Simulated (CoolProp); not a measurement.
Properties of sulfur dioxide along the isobar 101 kPa (Tc = 157.5 °C, pc = 7887 kPa, ω = 0.256).

Computed with CoolProp (reference Helmholtz-energy equation of state, Gao 2016).

```csv
T (°C),phase,density (kg/m³),expansivity (1/kK),fugacity coefficient
89.85,gas,2.161,2.835,0.9919
101.45,gas,2.093,2.739,0.9928
113.05,gas,2.028,2.649,0.9935
124.55,gas,1.968,2.567,0.9941
136.15,gas,1.912,2.489,0.9947
147.75,gas,1.858,2.416,0.9952
159.25,gas,1.808,2.348,0.9956
170.85,gas,1.760,2.284,0.9960
182.45,gas,1.714,2.223,0.9964
194.05,gas,1.671,2.166,0.9967
205.55,gas,1.631,2.112,0.9969
217.15,gas,1.592,2.060,0.9972
228.75,gas,1.555,2.011,0.9974
240.25,gas,1.519,1.965,0.9976
251.85,gas,1.486,1.921,0.9978
```
